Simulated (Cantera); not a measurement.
A freely propagating, adiabatic, planar premixed flame of H2 : O2 : N2 = 1 : 0.455 : 1.71 (molar parts), unburnt at 448 K and 5.00 bar; mixture-averaged transport, grid criteria slope 0.08 and curve 0.16, no radiation.

Cantera simulation using the H2/O2 subset of GRI-Mech 3.0, which has no nitrogen chemistry; the numbers are that mechanism's predictions, not measurements. The hydrogen kinetics of GRI-Mech 3.0 are dated; newer H2 mechanisms differ, most at raised pressure. Burning velocities carry a grid error of a few per cent, more on coarse grids.

Question: What does this change do: inlet temperature 448 to 425 K?

Answer: 
```csv
quantity,before,after
laminar burning velocity,450 cm/s,410 cm/s
thermal thickness,0.0526 mm,0.0518 mm
peak x(OH),0.0155,0.0152
peak x(HO2),0.00111,0.00113
peak x(O),0.00679,0.00656
peak x(H),0.0329,0.0317
```

Question: What does this change do: N2 1.71 to 1.4 parts?

Answer: 
```json
[
 {"quantity": "laminar burning velocity", "before": "450 cm/s", "after": "572 cm/s"},
 {"quantity": "thermal thickness", "before": "0.0526 mm", "after": "0.0496 mm"},
 {"quantity": "peak x(OH)", "before": "0.0155", "after": "0.0207"},
 {"quantity": "peak x(HO2)", "before": "0.00111", "after": "0.00126"},
 {"quantity": "peak x(O)", "before": "0.00679", "after": "0.00914"},
 {"quantity": "peak x(H)", "before": "0.0329", "after": "0.0423"}
]
```
